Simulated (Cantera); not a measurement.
Input: 1 mol SiCl4, 3 mol NH3, 4 mol N2, at 773.15 K and 82.5 Torr.

These are equilibrium values from Cantera (NASA tables, ideal gas, pure condensed phases), not measurements of a reactor. Candidate condensed phases: NH4Cl, Si, Si3N4; 28 gas species. Equilibrium is a limit: real reactors are often held back by kinetics, nucleation or transport.

Base state: N2 0.451, H2 0.284, HCl 0.234, SiCl4 0.0307, NH3 4.43e-5, SiHCl3 2.35e-5 (mole fractions); condensed: Si3N4(s).

What changes in the equilibrium state with this change: NH3 from 3 to 0.29 mol?


```csv
species,before,after
N2,0.451,0.718
SiCl4,0.0307,0.151
HCl,0.234,0.108
H2,0.284,0.0234
NH3,4.43e-5,1.32e-6
SiHCl3,2.35e-5,2.06e-5
"Si3N4(s), mol",0.218,0.0506
```
